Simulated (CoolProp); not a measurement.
Vapour-liquid equilibrium of ethane (1) + propylene (2) at 0.138 MPa; x and y are mole fractions of (1).

Computed with CoolProp (multi-fluid Helmholtz-energy mixture model, Bücker 2006 and Lemmon 2013; pair parameters Bell 2016).

```
x     bubble temperature (K)  y at the bubble point  dew temperature at overall composition x (K)  liquid density (mol/L)
----  ----------------------  ---------------------  --------------------------------------------  ----------------------
0.05                   227.4                  0.234                                         231.5                   14.53
0.2               (withheld)             (withheld)                                    (withheld)                   15.16
0.35                   208.0                  0.788                                         224.4                   15.71
0.5                    202.4                  0.878                                         219.9              (withheld)
0.65                   198.0                  0.932                                         214.5                   16.71
0.8               (withheld)                  0.968                                         207.3                   17.19
0.95                   191.4                  0.993                                    (withheld)                   17.67
```

Fill in the missing entries.


- 0.2, bubble temperature (K): 215.7
- 0.2, y at the bubble point: 0.619
- 0.2, dew temperature at overall composition x (K): 228.2
- 0.5, liquid density (mol/L): 16.22
- 0.8, bubble temperature (K): 194.5
- 0.95, dew temperature at overall composition x (K): 196.3

No azeotrope shows between x = 0.05 and 0.95.

Pair parameters are fitted to limited data, so mixtures are less certain than the pure fluids.
